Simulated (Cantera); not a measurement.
Cantera run:

```python
import numpy as np
import cantera as ct

gas_names = """
    N2O N
""".split()
cond_names = """
    Ta(cr) Ta(L) Ta2O5(s) Ta2O5(L)
""".split()


def load(file, names, dense=False):
    # The tables refer to 1 bar. Condensed volumes are neglected.
    table = {s.name: s for s in ct.Species.list_from_file(file)}
    out = []
    for n in names:
        d = dict(table[n].input_data)
        d["thermo"] = dict(d["thermo"], **{"reference-pressure": 1e5})
        if dense:
            d["equation-of-state"] = {"model": "constant-volume", "density": "1e6 g/cm^3"}
        out.append(ct.Species.from_dict(d))
    return out


species = {s.name: s for s in load("nasa_gas.yaml", gas_names) + load("nasa_condensed.yaml", cond_names)}
# Each term lists the table entries of one substance; the one whose range holds T is used.
reactions = {
    '5 N2O(g) + 2 Ta = 10 N(g) + Ta2O5':
        [(-5, ['N2O']), (-2, ['Ta(cr)', 'Ta(L)']), (10, ['N']), (1, ['Ta2O5(s)', 'Ta2O5(L)'])],
}


def pick(names, T):
    return next(species[n] for n in names if species[n].thermo.min_temp <= T <= species[n].thermo.max_temp)


results = []
for label, terms in reactions.items():
    print(label)
    print("     T/K   dH/kJ  dS/(J/K)   dG/kJ   log10 K")
    for T in [800, 950, 1100, 1250, 1400, 1550, 1700, 1850, 2000, 2150]:
        used = [(nu, pick(names, T)) for nu, names in terms]
        dH = sum(nu * s.thermo.h(T) for nu, s in used) / 1e6
        dS = sum(nu * s.thermo.s(T) for nu, s in used) / 1e3
        dG = dH - T * dS / 1e3
        logK = -dG * 1e6 / (ct.gas_constant * T * np.log(10))
        results.append((label, T, dH, dS, dG, logK, [s.name for _, s in used]))
        print(f"{T:8g} {dH:8.1f} {dS:8.1f} {dG:8.1f} {logK:8.2f}")
```

Result:

```
5 N2O(g) + 2 Ta = 10 N(g) + Ta2O5
     T/K   dH/kJ  dS/(J/K)   dG/kJ   log10 K
     800   2313.2    575.3   1853.0  -120.98
     950   2322.5    586.0   1765.8   -97.09
    1100   2331.2    594.5   1677.3   -79.64
    1250   2339.3    601.4   1587.5   -66.34
    1400   2346.9    607.1   1496.9   -55.85
    1550   2353.9    611.9   1405.4   -47.36
    1700   2360.5    616.0   1313.3   -40.35
    1850   2366.7    619.5   1220.7   -34.47
    2000   2372.5    622.5   1127.5   -29.45
    2150   2502.1    685.4   1028.5   -24.99
```

Cantera with NASA thermochemical tables; ideal gases at 1 bar, condensed phases pure. Condensed species are held in their standard states even where they would react or evaporate.
